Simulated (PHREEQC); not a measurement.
A made-up water analysis in mg/L, 25 °C, pH 2.16, pe 11.6:

| constituent | mg/L |
|---|---|
| Na | 3.09 |
| K | 0.226 |
| Ca | 87.4 |
| Mg | 15.6 |
| Cl | 60.8 |
| S(6) as SO4 | 855 |
| B | 0.0943 |
| Sr | 0.99 |

Valence states are taken as typed.

Equilibrium calculation in PHREEQC: ion-association model, wateq4f.dat.

Each row changes one thing in this solution. This is a speciation only: nothing precipitates in the calculation.

```csv
case,ionic strength (mol/kgw),SO4-2 (mol/kgw),HSO4- (mol/kgw),Ca+2 (mol/kgw),CaSO4 (mol/kgw),Mg+2 (mol/kgw),SI of Gypsum (CaSO4:2H2O),SI of Halite (NaCl)
as made,0.0214,0.00561,0.00249,0.00157,0.000582,0.000446,-0.95,-8.35
Na from 3.09 to 1.54 mg/L,0.0213,0.00561,0.00249,0.00157,0.000583,0.000446,-0.95,-8.65
temperature from 25 to 50 °C at the same typed pH,0.0195,0.00446,0.00358,0.00157,0.000570,0.000394,-1.01,-8.40
Mg from 15.6 to 7.8 mg/L,0.0210,0.00566,0.00252,0.00157,0.000590,0.000222,-0.95,-8.35
all concentrations times 4 at the same typed pH,0.0691,0.0225,0.00793,0.00475,0.00382,0.00131,-0.13,-7.23
```

Away from 25 °C the constants follow the database's enthalpies or fits; those with neither stay at their 25 °C values.
